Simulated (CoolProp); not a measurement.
Properties of nitrous oxide along the isobar 33.2 bar.

Model: reference Helmholtz-energy equation of state, Lemmon 2006, in CoolProp. It is a short technical equation, of lower accuracy than the large ones.

```csv
T (K),phase,density (kg/m³),speed of sound (m/s),fugacity coefficient
191.1,liquid,?,1109,?
214.8,liquid,1143,959.9,0.1374
238.6,liquid,1062,808.4,0.3135
262.3,liquid,964.2,646.4,0.5843
286.1,gas,?,223.1,?
309.9,gas,69.06,244.3,0.8459
333.6,gas,60.88,260.5,?
357.4,gas,54.89,274.3,0.9033
381.2,gas,50.22,286.7,?
404.9,gas,46.44,297.8,0.9370
428.7,gas,43.26,308.3,0.9488
452.5,gas,40.55,?,0.9583
476.2,gas,38.21,327.3,0.9660
500,gas,36.14,336.2,0.9724
```

Question: Fill in the missing entries.

Answer: 
- 191.1, density (kg/m³): 1216
- 191.1, fugacity coefficient: 0.04592
- 286.1, density (kg/m³): 82.02
- 286.1, fugacity coefficient: 0.8001
- 333.6, fugacity coefficient: 0.8787
- 381.2, fugacity coefficient: 0.9222
- 452.5, speed of sound (m/s): 318.1
